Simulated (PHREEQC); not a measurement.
Solution (25 °C): 0.01 mol CdCl2, 0.046 mol KCl and 0.25 mol H2SO4 per kg of water. Closed to the air; pH follows from the charge balance.

The numbers come from PHREEQC with the ion-association model, phreeqc.dat.

Problem. The ionic strength comes out as 0.375 mol/kgw. What activity coefficients do Cd+2, HSO4-, CdCl3-, KSO4-, SO4-2 get?

Solution. Cd+2 0.29, HSO4- 0.73, CdCl3- 0.73, KSO4- 0.71, SO4-2 0.23.

Precipitation was switched off in this run. Complexes and solids missing from the database can't appear.
